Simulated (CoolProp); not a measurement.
Vapour-liquid equilibrium of carbon dioxide (1) + dimethyl ether (2) at -27.85 °C; x and y are mole fractions of (1).

Model: multi-fluid Helmholtz-energy mixture model, Span 1996 and Wu 2011; pair parameters Bell 2016, in CoolProp.

### Question
Give the bubble pressure and the first vapour's composition at x = 0.5, 0.8, 0.95. Is there an azeotrope?

### Answer
x = 0.5: 6.903 bar, y = 0.929; x = 0.8: 11.82 bar, y = 0.983; x = 0.95: 14.45 bar, y = 0.996. No azeotrope shows between x = 0.05 and 0.95.

Pair parameters are fitted to limited data, so mixtures are less certain than the pure fluids.
